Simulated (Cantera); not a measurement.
**Premixed flame**

A freely propagating, adiabatic, planar premixed flame of C₂H₆ : O₂ : N₂ : H₂O = 1 : 2.69 : 8.88 : 1.3 (molar parts), unburnt at 525 K and 1.00 bar; mixture-averaged transport, grid criteria slope 0.08 and curve 0.16, no radiation.

Computed with Cantera and GRI-Mech 3.0 (53 species, 325 reactions). Burning velocities carry a grid error of a few per cent, more on coarse grids.

```tsv
z (mm)	T (K)	u (m/s)	x C₂H₆	x O₂	x H₂O	x H₂	x CH₂O	x CH₃
-1.05	525	0.895	0.0719	0.193	0.0935	0.00260	1.59e-7	<1e-8
-0.703	527	0.902	0.0716	0.192	0.0934	0.00674	2.26e-6	<1e-8
-0.527	537	0.925	0.0711	0.191	0.0943	0.0121	1.88e-5	1.02e-8
-0.352	613	1.07	0.0685	0.182	0.102	0.0222	0.000215	5.56e-7
-0.176	1040	1.88	0.0470	0.140	0.140	0.0380	0.00189	0.000344
-0.0879	1444	2.69	0.0191	0.0948	0.175	0.0460	0.00202	0.00276
0	1805	3.43	0.00124	0.0470	0.209	0.0490	0.000705	0.00327
0.0879	1983	3.78	6.84e-6	0.0189	0.225	0.0461	0.000155	0.000755
0.176	2039	3.88	2.37e-8	0.00795	0.230	0.0440	2.50e-5	0.000109
0.352	2072	3.92	<1e-8	0.00297	0.230	0.0442	4.39e-7	1.84e-6
0.703	2103	3.96	<1e-8	0.00181	0.229	0.0452	<1e-8	<1e-8
1.41	2138	4.02	<1e-8	0.00115	0.232	0.0450	<1e-8	<1e-8
2.81	2172	4.07	<1e-8	0.000604	0.235	0.0447	<1e-8	<1e-8
```
x: mole fraction of selected species; z is measured from the peak of heat release.

- laminar burning velocity = 89.3 cm/s
- thermal thickness = 0.352 mm
- peak x(H₂) = 0.0491
- peak x(CH₂O) = 0.00226
- peak x(CH₃) = 0.00404
- grid points = 149
